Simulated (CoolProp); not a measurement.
Vapour-liquid equilibrium of isopentane (1) + toluene (2) at 1.95 °C; x and y are mole fractions of (1).

Model: multi-fluid Helmholtz-energy mixture model, Lemmon 2006 and Lemmon 2006; pair parameters Bell 2016, in CoolProp.

### Question
Give the bubble pressure and the first vapour's composition at x = 0.35, 0.65, 0.725. Is there an azeotrope?

### Answer
x = 0.35: 0.01867 MPa, y = 0.962; x = 0.65: 0.02797 MPa, y = 0.983; x = 0.725: 0.02981 MPa, y = 0.986. No azeotrope shows between x = 0.05 and 0.95.

The pair parameters rest on a limited set of measurements; away from them the model extrapolates.
